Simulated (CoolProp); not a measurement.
Properties of R1233zd(E) at several states (Tc = 165.7 °C, pc = 3.583 MPa, ω = 0.304).

The numbers come from the reference Helmholtz-energy equation of state, Akasaka 2022 in CoolProp.

| T (°C) | p (MPa) | phase | density (kg/m³) | speed of sound (m/s) | fugacity coefficient |
|---|---|---|---|---|---|
| -78.95 | 20.1 | liquid | 1511 | 1184 | 3.821e-5 |
| 65.75 | 0.97 | liquid | (withheld) | (withheld) | (withheld) |
| 94.85 | 4.19 | liquid | (withheld) | 464.8 | (withheld) |
| -27.55 | 0.281 | liquid | (withheld) | 903.1 | 0.04400 |
| -76.05 | 0.551 | liquid | (withheld) | (withheld) | 0.0006449 |

Question: Fill in the missing entries.

Answer: 
- 65.75, density (kg/m³): 1160
- 65.75, speed of sound (m/s): 537.9
- 65.75, fugacity coefficient: 0.4297
- 94.85, density (kg/m³): 1092
- 94.85, fugacity coefficient: 0.2108
- -27.55, density (kg/m³): 1382
- -76.05, density (kg/m³): 1484
- -76.05, speed of sound (m/s): 1106
